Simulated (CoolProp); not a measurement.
R1132(E) along the isotherm 53.95 °C: density (kg/m³) from the reference equation and from simpler models built on Tc = 75.7 °C, pc = 5.174 MPa, ω = 0.245; each cubic takes its own stable root.

The numbers come from the reference Helmholtz-energy equation of state, Akasaka 2024 in CoolProp.

```tsv
p (MPa)	phase	reference	van der Waals	Peng-Robinson
0.0206	gas	0.4859	0.4857	0.4859
0.0366	gas	0.8644	0.8639	0.8646
0.065	gas	1.539	1.537	1.539
0.116	gas	2.758	2.753	2.760
0.206	gas	4.936	4.919	4.942
0.366	gas	8.896	…	8.914
0.65	gas	…	16.03	16.28
1.16	gas	30.52	…	30.70
2.06	gas	60.83	…	61.40
3.66	liquid	786.2	133.6	…
6.5	liquid	829.3	528.3	793.3
```

Task: What belongs in the gaps?

Result: 
- 0.366, van der Waals: 8.839
- 0.65, reference: 16.22
- 1.16, van der Waals: 29.81
- 2.06, van der Waals: 57.74
- 3.66, Peng-Robinson: 726.8

At some of these states van der Waals gives the other phase, because its saturation line lies elsewhere.
